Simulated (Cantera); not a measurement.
Cantera run:

```python
import numpy as np
import cantera as ct

gas_names = [...]  # 151 gases of nasa_gas.yaml made of C, H, N, O, Si
cond_names = """
    C(gr) C6H6(L) C7H8(L) C8H18(L),n-octa H2O(s) H2O(L) Si(cr) Si(L) SiC(b) SiO2(Lqz) SiO2(hqz) SiO2(L)
    Si2N2O(s) Si3N4(a)
""".split()


# ... load() reads the species with a 1 bar reference pressure and builds the phases ...
atoms = {
    'HMDSO': {'Si': 2, 'C': 6, 'H': 18, 'O': 1},
    'O2': {'O': 2},
    'H2': {'H': 2},
    'N2O': {'N': 2, 'O': 1},
}
top_T = {'C(gr)': 4500, 'SiC(b)': 3050, 'Si2N2O(s)': 2100, 'Si3N4(a)': 2400}  # K; cautious upper limits of use, not melting points


# ... equilibrate(T, P, feed) seeds the gas with the atoms and calls Mixture.equilibrate('TP', solver="vcs", rtol=1e-11, max_steps=5000) ...
results = []
feed = {'HMDSO': 1, 'O2': 10, 'H2': 4.5, 'N2O': 0.72}  # mol
T = 1600  # K
P = 140  # Pa
mix = equilibrate(T, P, feed)
results.append((T, P, feed, dict(zip(mix.species_names, mix.species_moles))))
x = sorted(zip(gas.X, gas.species_names), reverse=True)
print(f"T = {T:g} K  P = {P:g} Pa  gas = {mix.phase_moles(0):.4g} mol")
print("   x: " + "  ".join(f"{s} {v:.3e}" for v, s in x if v > 1e-06))
print("   condensed (mol): " + ("  ".join(f"{mix.phase(i).name} {mix.phase_moles(i):.4g}"
      for i in range(1, mix.n_phases) if mix.phase_moles(i) > 1e-12) or "none"))
```

It prints:

```
T = 1600 K  P = 140 Pa  gas = 20.23 mol
   x: H2O 4.555e-01  H2 2.115e-01  CO 1.728e-01  CO2 1.238e-01  N2 3.559e-02  H 6.683e-04  OH 5.636e-05  SiO 8.509e-06
   condensed (mol): SiO2(hqz) 2
```

Method: chemical equilibrium by Gibbs-energy minimisation in Cantera with the NASA 1993 tables (ideal gas, pure condensed phases). The feed counts by its element totals alone. The tables hold silica as quartz up to 1696 K and as liquid above; real silica turns to tridymite and cristobalite and melts near 1996 K.
